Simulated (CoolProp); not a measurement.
A simple Rankine cycle with water: condensing at 326.15 K, boiler at 0.651 MPa, turbine inlet 475.2 K, turbine efficiency 0.6, pump efficiency 0.8, no recuperator. Each further row changes one setting.

Computed with CoolProp (reference Helmholtz-energy equation of state, Wagner 2002).

```tsv
case	thermal efficiency (%)	net work (kJ/kg)	heat in (kJ/kg)	turbine exit temperature (K)	volume ratio over the turbine
as stated	13.9	366	2630	326.1	30.7
turbine inlet 495.2 K	14.0	374	2670	326.1	29.7
condensing temperature 318.15 K	14.9	396	2660	318.1	44.4
boiler pressure 0.456 MPa	12.7	336	2640	326.1	21.6
turbine efficiency 0.5	11.6	304	2630	326.1	31.5
```

The expansion ends wet for: as stated; turbine inlet 495.2 K; condensing temperature 318.15 K; boiler pressure 0.456 MPa; turbine efficiency 0.5.
